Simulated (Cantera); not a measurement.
A diamond (100) surface in a fixed gas of H2 with x(CH4) = 0.0054, x(H) = 0.0005, at 1225 K, 0.0375 atm; coverages are run to steady state.

Model: the Harris–Goodwin 1993 mechanism for the reconstructed diamond (100) surface, integrated in Cantera.

θ: site fractions in the mechanism's names (c6HH fully hydrogenated, c6H* and c6*H radical sites, c6** diradical, c6HM methylated).

| x(CH3) | growth (µm/h) | θ c6HH | θ c6H* | θ c6*H | θ c6** | θ c6HM |
|---|---|---|---|---|---|---|
| 1e-06 | 0.00231 | 0.481 | 0.0380 | 0.463 | 0.0184 | 6.50e-6 |
| 2.4e-06 | ___ | 0.481 | 0.0380 | 0.463 | 0.0184 | ___ |
| 5.8e-06 | 0.0134 | 0.481 | 0.0379 | 0.463 | 0.0184 | 3.77e-5 |
| 1.4e-05 | 0.0323 | 0.480 | 0.0379 | 0.463 | 0.0183 | 9.08e-5 |
| 3.3e-05 | 0.0758 | 0.480 | 0.0379 | 0.463 | 0.0182 | 0.000214 |
| 8e-05 | 0.182 | 0.480 | 0.0379 | 0.462 | 0.0180 | 0.000516 |
| 0.00019 | ___ | 0.479 | 0.0378 | 0.461 | 0.0174 | ___ |
| 0.00046 | 0.959 | 0.477 | 0.0376 | 0.459 | 0.0162 | 0.00287 |
| 0.0011 | 2.03 | 0.473 | 0.0372 | 0.453 | 0.0140 | 0.00657 |

Problem. Some entries are withheld; supply them.

Solution. 
- 2.4e-06, growth (µm/h): 0.00555
- 2.4e-06, θ c6HM: 1.56e-5
- 0.00019, growth (µm/h): 0.421
- 0.00019, θ c6HM: 0.00121
